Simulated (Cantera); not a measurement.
Input: 1 mol Al, 5.3 mol Cl2, at 13300 Pa.

Method: chemical equilibrium by Gibbs-energy minimisation in Cantera with the NASA 1993 tables (ideal gas, pure condensed phases). Candidate condensed phases: Al, AlCl3; 8 gas species. The numbers say what is thermodynamically allowed, not how fast it happens.

Q: At 977 °C, list the 4 most abundant gas species with their mole fractions, and the condensed phases.

A: Cl2 0.775, AlCl3 0.206, Cl 0.0188, Al2Cl6 3.71e-5. Condensed: gas only.
